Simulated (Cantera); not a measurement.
Standard-state values (1 bar) from the NASA 1993 polynomials, evaluated with Cantera. Values are per mole of reaction as written; species without (g) are pure solids or liquids, kept so even where they would boil at 1 bar. TiC: taken at fixed stoichiometry.

Problem. Between 300 and 2648 K, where is each reaction favourable under standard conditions?
- 2 TiC + 3 H₂(g) → 2 Ti + 2 CH₃(g)

Solution. 
- 2 TiC + 3 H₂(g) → 2 Ti + 2 CH₃(g): ΔG° is 659 kJ at 300 K and 689 kJ at 2648 K; it stays positive (K < 1). ΔH° is 689 kJ and ΔS° 0 J/K at 2648 K.
